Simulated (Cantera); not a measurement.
**Thermodynamics of silicon nitride deposition, feed SiH2Cl2 + N2**

Feed: 1 mol SiH2Cl2, 3.3 mol N2, at 1175 °C.

These are equilibrium values from Cantera (NASA tables, ideal gas, pure condensed phases), not measurements of a reactor. Candidate condensed phases: NH4Cl, Si, Si3N4; 28 gas species. N2 is the only nitrogen source here; it is nearly inert below about 1500 K, so the nitride shown seldom forms there in practice. The tables' values for SiCl3, SiCl are old estimates; treat these amounts as uncertain. Kinetics and transport are ignored.

From 0.0375 Torr to 750 Torr the condensed part is Si3N4(s). The main Si-bearing gas is SiCl2 at 0.0375 Torr and SiCl4 at 750 Torr. The share of Si in condensed phases is highest at 105 Torr (76.5 %) and lowest at 0.0375 Torr (26.1 %).

```json
[
 {"P (Pa)": "5", "x N2": "0.610", "x HCl": "0.101", "x H2": "0.145", "x SiCl2": "0.143", "x SiCl4": "2.28e-5", "x SiCl3": "0.000943", "x SiHCl3": "2.81e-6", "x H": "0.000496", "n Si3N4(s)": "0.0869"},
 {"P (Pa)": "36", "x N2": "0.603", "x HCl": "0.158", "x H2": "0.120", "x SiCl2": "0.114", "x SiCl4": "0.000388", "x SiCl3": "0.00347", "x SiHCl3": "2.53e-5", "x H": "0.000169", "n Si3N4(s)": "0.136"},
 {"P (Pa)": "260", "x N2": "0.599", "x HCl": "0.218", "x H2": "0.0961", "x SiCl2": "0.0734", "x SiCl4": "0.00430", "x SiCl3": "0.00927", "x SiHCl3": "0.000162", "x H": "5.61e-5", "n Si3N4(s)": "0.192"},
 {"P (Pa)": "1900", "x N2": "0.600", "x HCl": "0.253", "x H2": "0.0859", "x SiCl2": "0.0293", "x SiCl4": "0.0188", "x SiCl3": "0.0123", "x SiHCl3": "0.000548", "x H": "1.96e-5", "n Si3N4(s)": "0.238"},
 {"P (Pa)": "14000", "x N2": "0.605", "x HCl": "0.254", "x H2": "0.0895", "x SiCl2": "0.00745", "x SiCl4": "0.0342", "x SiCl3": "0.00833", "x SiHCl3": "0.00103", "x H": "7.38e-6", "n Si3N4(s)": "0.255"},
 {"P (Pa)": "100000", "x N2": "0.610", "x HCl": "0.240", "x H2": "0.0978", "x SiCl2": "0.00164", "x SiCl4": "0.0440", "x SiCl3": "0.00443", "x SiHCl3": "0.00153", "x H": "2.89e-6", "n Si3N4(s)": "0.255"}
]
```
x: gas mole fraction; n: condensed amount in mol.
